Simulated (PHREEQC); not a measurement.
**City or well water: an equilibrium model**

Model water analysis in mg/L, 25 °C, pH 8.38, pe 9.7:

```json
[
 {"constituent": "Na", "mg/L": "17.4"},
 {"constituent": "K", "mg/L": "19"},
 {"constituent": "Ca", "mg/L": "20.3"},
 {"constituent": "Mg", "mg/L": "11.6"},
 {"constituent": "Cl", "mg/L": "31.5"},
 {"constituent": "S(6) as SO4", "mg/L": "59.7"},
 {"constituent": "Alkalinity as HCO3", "mg/L": "56.8"},
 {"constituent": "Cd", "mg/L": "5.71"},
 {"constituent": "Br", "mg/L": "2.66"}
]
```

Cl is adjusted to close the charge balance.
Valence states are taken as typed.

All values are PHREEQC results (ion-association model, wateq4f.dat), not measurements.

Precipitation was switched off in this run.

### Question
Estimate the ionic strength.

### Answer
ionic strength 0.00466 mol/kgw.

### Question
In which forms is Cd present?

### Answer
Cd+2 82 %, CdSO4 7.3 %, CdCl+ 6.4 %, CdHCO3+ 1.7 %, CdOH+ 1.3 %, CdOHCl 0.6 % of the Cd.

Examples of supersaturated solids here: Otavite. Others may be too.
